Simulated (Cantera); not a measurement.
Low-pressure radical oxidation in H2/O2

An isothermal, constant-pressure homogeneous reactor starts with 2.61 % H₂, 96.7 % O₂, 0.667 % H₂O, at 1173 K and 10.00 Torr.

Cantera simulation using GRI-Mech 3.0 (53 species, 325 reactions); the numbers are that mechanism's predictions, not measurements. Radical loss at walls, strong at low pressure, is not modelled.

```json
[
 {"t (s)": "2.00e-5", "x H₂": "0.0261", "x O₂": "0.967", "x H₂O₂": "<1e-12", "x H₂O": "0.00667", "x H": "2.28e-10", "x OH": "4.82e-11", "x HO₂": "2.76e-10"},
 {"t (s)": "0.000132", "x H₂": "0.0261", "x O₂": "0.967", "x H₂O₂": "<1e-12", "x H₂O": "0.00667", "x H": "9.26e-10", "x OH": "1.12e-9", "x HO₂": "1.82e-9"},
 {"t (s)": "0.000865", "x H₂": "0.0261", "x O₂": "0.967", "x H₂O₂": "8.63e-12", "x H₂O": "0.00667", "x H": "2.28e-8", "x OH": "5.24e-8", "x HO₂": "1.23e-8"},
 {"t (s)": "0.00569", "x H₂": "0.00116", "x O₂": "0.947", "x H₂O₂": "1.15e-7", "x H₂O": "0.0284", "x H": "0.00372", "x OH": "0.00276", "x HO₂": "3.05e-6"},
 {"t (s)": "0.0374", "x H₂": "0.000198", "x O₂": "0.955", "x H₂O₂": "5.92e-8", "x H₂O": "0.0314", "x H": "0.00131", "x OH": "0.00152", "x HO₂": "2.19e-6"},
 {"t (s)": "0.246", "x H₂": "2.66e-5", "x O₂": "0.965", "x H₂O₂": "4.24e-8", "x H₂O": "0.0329", "x H": "6.23e-5", "x OH": "0.000560", "x HO₂": "8.65e-7"},
 {"t (s)": "1.62", "x H₂": "1.07e-6", "x O₂": "0.967", "x H₂O₂": "1.04e-8", "x H₂O": "0.0332", "x H": "5.15e-7", "x OH": "0.000114", "x HO₂": "9.50e-8"},
 {"t (s)": "10.6", "x H₂": "6.00e-8", "x O₂": "0.967", "x H₂O₂": "1.33e-9", "x H₂O": "0.0332", "x H": "7.02e-9", "x OH": "2.72e-5", "x HO₂": "8.62e-9"},
 {"t (s)": "70.0", "x H₂": "6.11e-9", "x O₂": "0.967", "x H₂O₂": "1.80e-10", "x H₂O": "0.0332", "x H": "2.32e-10", "x OH": "8.72e-6", "x HO₂": "4.30e-9"}
]
```
x: mole fraction; the columns are a selection and need not sum to one.

Equilibrium at this temperature and pressure: H₂ 2.11e-9, O₂ 0.967, H₂O₂ 7.06e-11, H₂O 0.0332, H 4.72e-11, OH 5.13e-6, HO₂ 6.07e-9 (gas phase only).
